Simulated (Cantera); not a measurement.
A closed system holds: 1 mol CH3SiH3, 2.8 mol HCl, 1.6 mol H2, equilibrated at 1148.15 K and 3.20 mbar.

Equilibrium computed with Cantera from the NASA thermochemical tables; the gas is ideal and each condensed phase is pure. Candidate condensed phases: C, C6H6, C7H8, C8H18, Si, SiC; 109 gas species. The feed counts by its element totals alone. The tables' values for SiCl3 are old estimates; treat these amounts as uncertain. Rates play no part.

Base state: H2 0.645, HCl 0.346, SiCl4 0.00796, SiCl3 0.000597, SiCl2 0.000494, SiHCl3 0.000298, CH4 3.16e-5 (mole fractions); condensed: C(graphite) + SiC(s).

What changes in the equilibrium state with this change: CH3SiH3 replaced by SiHCl3?


```
species             before    after
----------------  --------  -------
H2                   0.645    0.460
HCl                  0.346    0.357
SiCl4              0.00796    0.162
CH4                3.16e-5        0
SiCl3             0.000597  0.00995
C(graphite), mol    0.0684        0
SiC(s), mol          0.931        0
```

What changes in the equilibrium state with this change: temperature from 1148.15 K to 2150 K?


```tsv
species	before	after
H2	0.645	0.599
HCl	0.346	0.287
H	1.02e-6	0.0577
Cl	4.83e-7	0.0202
SiCl2	0.000494	0.0256
Si	<1e-9	0.00644
SiCl	<1e-9	0.00205
SiC2	<1e-9	0.000509
Si2C	<1e-9	0.000317
SiH	<1e-9	0.000138
C(graphite), mol	0.0684	0.247
SiC(s), mol	0.931	0.724
```
The tables' values for SiCl, SiCl3 are old estimates; treat these amounts as uncertain. Gases not in the tables: Si2H6 and higher silanes.
